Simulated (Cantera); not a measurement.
Source: NASA polynomial tables (part measured, part estimated), evaluated in Cantera. Values are per mole of reaction as written; species without (g) are pure solids or liquids, kept so even where they would boil at 1 bar.

**Question.** Between 598 and 1048 K, where is each reaction favourable under standard conditions?
- CaF2 + SF6(g) ⇌ 4 F2(g) + CaS
- CaS + 6 F(g) ⇌ SF4(g) + CaF2

**Answer.** 
- CaF2 + SF6(g) ⇌ 4 F2(g) + CaS: ΔG° is 1670 kJ at 598 K and 1449 kJ at 1048 K; it stays positive (K < 1). ΔH° is 1956 kJ and ΔS° 484 J/K at 1048 K.
- CaS + 6 F(g) ⇌ SF4(g) + CaF2: ΔG° is -1606 kJ at 598 K and -1311 kJ at 1048 K; it stays negative (K > 1). ΔH° is -1996 kJ and ΔS° -653 J/K at 1048 K.
